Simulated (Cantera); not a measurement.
A freely propagating, adiabatic, planar premixed flame of 38.5 % H2, 13.7 % O2, 42.7 % N2, 5.01 % H2O, equivalence ratio 1.4, unburnt at 525 K and 675 Torr; unity-Lewis-number transport, grid criteria slope 0.08 and curve 0.16, no radiation.

Cantera simulation using the H2/O2 subset of GRI-Mech 3.0, which has no nitrogen chemistry; the numbers are that mechanism's predictions, not measurements. Unity Lewis numbers drop preferential diffusion, which matters most where H2 and H carry the flame. Burning velocities carry a grid error of a few per cent, more on coarse grids.

x: mole fraction of selected species; z is measured from the peak of heat release.

```
z (mm)   T (K)  u (m/s)   x H2     x O2   x H2O      x OH      x H     x HO2
-------  -----  -------  -----  -------  ------  --------  -------  --------
-1.14      525     4.71  0.385    0.137  0.0501     <1e-8    <1e-8     <1e-8
-0.758     525     4.71  0.385    0.137  0.0501     <1e-8    <1e-8   2.27e-8
-0.568     525     4.71  0.385    0.137  0.0501     <1e-8    <1e-8   2.15e-7
-0.379     526     4.72  0.385    0.137  0.0502     <1e-8    <1e-8   3.93e-6
-0.189     566     5.06  0.381    0.135  0.0553   1.38e-5  2.89e-5  0.000184
-0.0947    831     7.31  0.346    0.117  0.0950  0.000559  0.00491  0.000229
0         1290     11.0  0.225   0.0641   0.205   0.00341   0.0496   7.19e-5
0.0947    1574     13.2  0.131   0.0220   0.287   0.00932   0.0860   2.06e-5
0.189     1716     14.2  0.114   0.0115   0.308    0.0125   0.0832   9.73e-6
0.379     1869     15.3  0.116      ___   0.320    0.0143      ___       ___
0.758     2026     16.4  0.120  0.00542   0.331    0.0146   0.0505   3.71e-6
1.52      2170     17.3  0.122      ___   0.342       ___      ___       ___
3.03      2288     18.1  0.123  0.00178   0.353    0.0109   0.0241   1.19e-6
```

Question: What belongs in the gaps?

Answer: 
- 0.379, x O2: 0.00782
- 0.379, x H: 0.0675
- 0.379, x HO2: 5.90e-6
- 1.52, x O2: 0.00333
- 1.52, x OH: 0.0134
- 1.52, x H: 0.0358
- 1.52, x HO2: 2.18e-6
